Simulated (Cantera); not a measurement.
Feed: 1 mol borazine, 1.1 mol O₂, at 1673.15 K and 0.135 Torr.

Equilibrium computed with Cantera from the NASA thermochemical tables; the gas is ideal and each condensed phase is pure. Candidate condensed phases: B, BN, B₂O₃, B₃O₃H₃, H₂O; 39 gas species. The feed counts by its element totals alone. Kinetics and transport are ignored.

Base state: H₂ 0.530, N₂ 0.198, HBO 0.105, B₂O₂ 0.101, B₂O₃ 0.0301, BO 0.0253, H 0.00619, HBO₂ 0.00384 (mole fractions); condensed: BN(s).

What changes in the equilibrium state with this change: borazine replaced by BCl₃?


```tsv
species	before	after
Cl	0	0.759
B₂O₃	0.0301	0.116
O₂	<1e-9	0.0921
H₂	0.530	0
N₂	0.198	0
HBO	0.105	0
BOCl	0	0.0164
B₂O₂	0.101	7.64e-8
BO₂	2.64e-6	0.0118
BO	0.0253	2.19e-5
H	0.00619	0
HBO₂	0.00384	0
Cl₂	0	0.00374
O	<1e-9	0.000757
BN(s), mol	0.973	0
```
The tables' values for BOCl are old estimates; treat these amounts as uncertain.
